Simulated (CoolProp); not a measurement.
Computed with CoolProp (reference Helmholtz-energy equation of state, Lemmon 2006). It is a short technical equation, of lower accuracy than the large ones.

Problem. For carbon monoxide, give the phase and the Z, cv (kJ/(kg K)), Joule-Thomson coefficient (K/MPa), isothermal compressibility (1/MPa) at 149.8 K and 32.8 bar; 149.8 K and 98.4 bar.

Solution. 
- 149.8 K and 32.8 bar: gas; Z 0.748, cv 0.834, Joule-Thomson coefficient 8.16, isothermal compressibility 0.425
- 149.8 K and 98.4 bar: supercritical; Z 0.483, cv 0.915, Joule-Thomson coefficient 1.19, isothermal compressibility 0.0488
